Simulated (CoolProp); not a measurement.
Vapour-liquid equilibrium of carbon dioxide (1) + neopentane (2) at 264.8 K; x and y are mole fractions of (1).

Computed with CoolProp (multi-fluid Helmholtz-energy mixture model, Span 1996 and Lemmon 2006; pair parameters Bell 2016).

| x | bubble pressure, mixture model (MPa) | bubble pressure, Raoult's law (MPa) | y, mixture model | y, Raoult's law |
|---|---|---|---|---|
| 0.05 | 0.2345 | 0.1868 | 0.783 | 0.743 |
| 0.125 | 0.5198 | 0.3912 | 0.901 | 0.887 |
| 0.2 | 0.7971 | 0.5955 | 0.935 | 0.932 |
| 0.275 | 1.050 | 0.7999 | 0.951 | 0.954 |
| 0.35 | 1.271 | 1.004 | 0.960 | 0.967 |
| 0.425 | 1.459 | 1.209 | 0.965 | 0.976 |
| 0.5 | 1.618 | 1.413 | 0.970 | 0.982 |
| 0.575 | 1.760 | 1.617 | 0.973 | 0.987 |
| 0.65 | 1.895 | 1.822 | 0.976 | 0.990 |
| 0.725 | 2.036 | 2.026 | 0.979 | 0.993 |
| 0.8 | 2.194 | 2.230 | 0.983 | 0.995 |
| 0.875 | 2.380 | 2.435 | 0.988 | 0.997 |
| 0.95 | 2.604 | 2.639 | 0.995 | 0.999 |

The largest gap from Raoult's law is +33.9 % in bubble pressure, at x = 0.2. No azeotrope shows between x = 0.05 and 0.95.

The pair parameters rest on a limited set of measurements; away from them the model extrapolates. The gap from Raoult's law changes sign with composition, which may be real or a fault of the pair parameters; it wasn't checked against measurements.
